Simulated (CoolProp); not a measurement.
Properties of hexamethyldisiloxane (MM) along the isotherm 525 K.

Values from CoolProp's reference Helmholtz-energy equation of state, Thol 2016.

| p (MPa) | phase | density (kg/m³) | cp (kJ/(kg K)) | isothermal compressibility (1/MPa) | expansivity (1/kK) | fugacity coefficient |
|---|---|---|---|---|---|---|
| 0.362 | gas | 14.44 | 2.101 | 2.971 | 2.425 | 0.9365 |
| 0.724 | gas | 31.36 | (withheld) | 1.632 | 3.213 | 0.8742 |
| 1.09 | gas | 52.34 | 2.224 | 1.235 | 4.552 | 0.8123 |
| 1.45 | gas | 79.60 | 2.379 | 1.131 | 7.209 | 0.7521 |
| 1.81 | gas | (withheld) | 2.888 | 1.363 | 15.74 | 0.6913 |
| 2.17 | supercritical | 311.5 | (withheld) | 2.654 | 100.1 | 0.6239 |
| 2.53 | supercritical | (withheld) | (withheld) | 0.2435 | 14.88 | (withheld) |
| 2.9 | supercritical | (withheld) | 2.943 | 0.1246 | 9.124 | 0.5006 |

Question: Fill in the missing entries.

Answer: 
- 0.724, cp (kJ/(kg K)): 2.147
- 1.81, density (kg/m³): 122.5
- 2.17, cp (kJ/(kg K)): 8.535
- 2.53, density (kg/m³): 398.5
- 2.53, cp (kJ/(kg K)): 3.330
- 2.53, fugacity coefficient: 0.5550
- 2.9, density (kg/m³): 424.5

The peak of cp marks the crossing from liquid-like to gas-like fluid above the critical point.
